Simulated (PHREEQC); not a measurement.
0.058 g of hydrous ferric oxide (600 m²/g; 0.2 weak and 0.005 strong sites per Fe, Dzombak-Morel constants, diffuse double layer) in 1 kg of water with 0.05 mol/kgw of an inert sodium salt and 0.00015 mmol/kgw MgCl2 and 0.25 mmol/kgw SrCl2, at 25 °C; the pH is set by adding NaOH or the inert anion's acid. Oxygen alone is held at its pressure in air (log pO2 = -0.68). The system is closed to CO2. Nothing may precipitate in this run.

The series has 13 steps of pH, from 4 to 10.

Computed with PHREEQC (ion-association model, wateq4f.dat).

Task: Near which pH is half of the Mg sorbed, and on which side is more sorbed?

Result: Near pH 8.6, with more sorbed at higher pH.
